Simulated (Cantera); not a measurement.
Equilibrium for roasting and sulfation: MgO + H₂S + N₂

Input: 1 mol MgO, 3.6 mol H₂S, 50 mol N₂, held at 1423.15 K and 4100 Pa.

Cantera equilibrium calculation (NASA polynomials, part measured and part estimated; ideal gas, pure solids and liquids). Candidate condensed phases: H₂O, H₂SO₄, Mg, MgO, Mg(OH)₂, MgS, MgSO₄, S; 43 gas species. Mutual solubility and eutectic melting of coexisting phases are not modelled. Kinetics and transport are ignored.

```json
{
 "x(N₂)": "0.907",
 "x(H₂)": "0.0541",
 "x(S₂)": "0.0269",
 "x(H₂S)": "0.00967",
 "x(H₂O)": "0.00133",
 "x(SH)": "0.000448",
 "x(S)": "1.29e-5",
 "x(H)": "7.65e-6",
 "x(SO)": "3.47e-6",
 "n(MgO(s))": "0.926 mol",
 "n(MgS(s))": "0.0735 mol",
 "gas_amount": "55.10 mol",
 "log10 activity of S(l) (absent)": "-2.60",
 "log10 activity of Mg(l) (absent)": "-8.50"
}
```
